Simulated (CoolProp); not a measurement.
The numbers come from the reference Helmholtz-energy equation of state, Tillner-Roth 1994 in CoolProp.

Q: For R134a, give the phase and the density (kg/m³), cv (kJ/(kg K)), Prandtl number at 455 K and 2280 kPa; 455 K and 12800 kPa.

A: 
- 455 K and 2280 kPa: gas; density 68.3, cv 1.04, Prandtl number 0.825
- 455 K and 12800 kPa: supercritical; density 592, cv 1.11, Prandtl number 1.79

Viscosity comes from a separate model (Huber 2003), an estimate that may be off by 10 % or more. Thermal conductivity comes from a separate model (McLinden 2000), an estimate that may be off by 10 % or more.
